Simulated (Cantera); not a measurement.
Feed: 1 mol Fe, 0.99 mol CO2, 81 mol N2, equilibrated at 1.33 mbar.

Cantera equilibrium calculation (NASA polynomials, part measured and part estimated; ideal gas, pure solids and liquids). Candidate condensed phases: C, Fe, Fe(CO)5, FeO, Fe2O3, Fe3O4; 27 gas species. Mutual solubility and eutectic melting of coexisting phases are not modelled. The tables' stoichiometric FeO is somewhat more stable than real wüstite, so its field is too wide. FeO: taken at fixed stoichiometry. Kinetics and transport are ignored.

Question: Which condensed phases are stable at each of these points (T (K)): 1125, 1175, 1225, 1275, 1325, 1375, 1425, 1475, 1525?

Answer: 
| T (K) | condensed phases | Fe condensed (%) |
|---|---|---|
| 1125 | Fe(α) + FeO(s) | 100.0 |
| 1175 | Fe(α) + FeO(s) | 100.0 |
| 1225 | Fe(γ) + FeO(s) | 100.0 |
| 1275 | Fe(γ) + FeO(s) | 100.0 |
| 1325 | Fe(γ) + FeO(s) | 100.0 |
| 1375 | Fe(γ) + FeO(s) | 99.9 |
| 1425 | Fe(γ) + FeO(s) | 99.8 |
| 1475 | Fe(γ) + FeO(s) | 99.5 |
| 1525 | Fe(γ) + FeO(s) | 98.4 |

From 1125 K to 1175 K the condensed part is Fe(α) + FeO(s). From 1225 K to 1525 K the condensed part is Fe(γ) + FeO(s).
